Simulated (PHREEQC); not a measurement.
# Copper plating or etch bath (model solution)

Solution (25 °C): 0.0047 mol Cu(BF4)2, 0.0006 mol HNO3 and 0.12 mol Na2SO4 per kg of water. Closed to the air; pH follows from the charge balance.

The numbers come from PHREEQC with the ion-association model, phreeqc.dat.

No solid was allowed to form.

Q: Estimate the pH, activity of water, density.

A: pH 3.11; activity of water 0.994; density 1.013 g/cm³.

Q: In which forms is S present?

A: SO4-2 76 %, NaSO4- 20 %, CuSO4 2.1 %, HSO4- 1.9 % of the S.

Species that the database lacks are ignored. Real BF4- forms and hydrolyses slowly; the run takes it at equilibrium.
